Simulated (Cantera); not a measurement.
Standard-state values (1 bar) from the NASA 1993 polynomials, evaluated with Cantera. Values are per mole of reaction as written; species without (g) are pure solids or liquids, kept so even where they would boil at 1 bar.

C₆H₆(g) + 6 H(g) → 3 C₂H₄(g), with ΔH° = -1233.5 kJ and ΔS° = -300.0 J/K at 300 K.

How far is the shortcut ΔG° ≈ ΔH°(300 K) − T·ΔS°(300 K) from the full temperature-dependent value at 1025, 1125, 1225, 1325, 1425, 1525 K?


```csv
T (K),shortcut (kJ),full (kJ),difference (kJ),difference in log10 K
1025,-926.0,-886.1,-40.0,2.04
1125,-896.0,-847.1,-48.9,2.27
1225,-866.0,-807.7,-58.3,2.49
1325,-836.0,-767.9,-68.1,2.69
1425,-806.0,-727.8,-78.2,2.87
1525,-776.0,-687.5,-88.6,3.03
```
The shortcut ignores the heat-capacity change of the reaction.
